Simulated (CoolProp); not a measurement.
Sulfur hexafluoride at 315.48 K and 2.91 MPa flows at 0.89 m/s in a round tube of 2 mm bore and 0.25 µm roughness, fully developed (64/Re and Nu = 3.66 if laminar; Colebrook and Gnielinski if turbulent). Each further row changes one setting.

The numbers come from the reference Helmholtz-energy equation of state, Guder 2009 in CoolProp.

```tsv
case	Reynolds number	Darcy friction factor	pressure drop (Pa/m)	heat-transfer coefficient (W/(m² K))	mass flow (kg/h)
as stated	?	?	1280	750	?
velocity 1.78 m/s	47700	?	?	?	?
diameter 4 mm	47700	0.0213	543	?	10.4
```

Problem. Complete the blanks.

Solution. 
- as stated, Reynolds number: 23900
- as stated, Darcy friction factor: 0.0251
- as stated, mass flow (kg/h): 2.59
- velocity 1.78 m/s, Darcy friction factor: 0.0215
- velocity 1.78 m/s, pressure drop (Pa/m): 4390
- velocity 1.78 m/s, heat-transfer coefficient (W/(m² K)): 1320
- velocity 1.78 m/s, mass flow (kg/h): 5.18
- diameter 4 mm, heat-transfer coefficient (W/(m² K)): 653

Viscosity comes from a separate model (Quiñones-Cisneros 2012). Thermal conductivity comes from a separate model (Assael 2012).
